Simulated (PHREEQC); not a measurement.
Model water analysis in mg/kgw, 70 °C, pH 6.83, pe 10:

```json
[
 {"constituent": "Na", "mg/kgw": "0.482"},
 {"constituent": "K", "mg/kgw": "0.0173"},
 {"constituent": "Ca", "mg/kgw": "0.966"},
 {"constituent": "Mg", "mg/kgw": "1.54"},
 {"constituent": "Cl", "mg/kgw": "2.27"},
 {"constituent": "S(6) as SO4", "mg/kgw": "0.19"},
 {"constituent": "Alkalinity as HCO3", "mg/kgw": "7.95"},
 {"constituent": "Si as SiO2", "mg/kgw": "0.0316"},
 {"constituent": "F", "mg/kgw": "0.00497"},
 {"constituent": "Ba", "mg/kgw": "0.393"}
]
```

Valence states are taken as typed.

Model: ion-association model, wateq4f.dat, run in PHREEQC.

No solid was allowed to form.

Problem. Estimate the charge-balance error.

Solution. charge-balance error 0.9 %.

Problem. In which forms is C present?

Solution. HCO3- 77 %, CO2 23 % of the C.

Away from 25 °C the constants follow the database's enthalpies or fits; those with neither stay at their 25 °C values. SiF6-2 is the database's only silicon fluoride.
